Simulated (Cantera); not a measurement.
Feed: 1 mol LiOH, 2.7 mol H₂, held at 1900 K and 1400 Pa.

These are equilibrium values from Cantera (NASA tables, ideal gas, pure condensed phases), not measurements of a reactor. Candidate condensed phases: H₂O, Li, LiH, LiOH, Li₂O; 17 gas species. Equilibrium is a limit: real reactors are often held back by kinetics, nucleation or transport.

Base state: H₂ 0.630, LiOH 0.143, H₂O 0.110, Li 0.109, H 0.00532, Li₂O 0.000933, LiH 0.000454, OH 7.66e-5 (mole fractions); condensed: gas only.

Task: What changes in the equilibrium state with this change: temperature from 1900 K to 1825 K?

Result: 
| species | before | after |
|---|---|---|
| H₂ | 0.630 | 0.644 |
| LiOH | 0.143 | 0.158 |
| H₂O | 0.110 | 0.0973 |
| Li | 0.109 | 0.0957 |
| OH | 7.66e-5 | 3.15e-5 |
| Li₂(OH)₂ | 5.71e-6 | 1.32e-5 |
| H | 0.00532 | 0.00299 |
| Li₂O | 0.000933 | 0.00114 |
| LiH | 0.000454 | 0.000424 |
